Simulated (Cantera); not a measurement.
**Ignition delay**

Mixture: 6.63 % CO, 6.56 % H2, 2.05 % CH4, 17.8 % O2, 66.9 % N2, at 4.93 atm, adiabatic and at constant volume. Ignition delay is the time to a rise of 400 K.

Model: GRI-Mech 3.0 (53 species, 325 reactions), integrated in Cantera.

| T0 (K) | delay (ms) |
|---|---|
| 1175 | 0.0913 |
| 1275 | 0.0279 |
| 1375 | 0.0132 |
| 1475 | 0.00789 |
| 1575 | 0.00531 |
| 1675 | 0.00385 |
| 1775 | 0.00293 |

```yaml
apparent activation energy between 1575 and 1775 K: 69 kJ/mol
```
